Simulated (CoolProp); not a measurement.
Dodecamethylcyclohexasiloxane (D6) at 430.38 K and 0.147 MPa is throttled through a valve to 0.0127 MPa with no heat exchange. Each further row changes one setting.

The numbers come from the reference Helmholtz-energy equation of state, Colonna 2008 in CoolProp. It is a short technical equation, of lower accuracy than the large ones.

```
case                         temperature change (K)                       final phase  final density (kg/m³)
---------------------------  ----------------------  --------------------------------  ---------------------
as stated                                      +0.0                            liquid                    819
outlet pressure 0.00381 MPa                   -20.9  two-phase, vapour fraction 0.296                   1.69
outlet pressure 0.0165 MPa                     +0.0                            liquid                    819
```
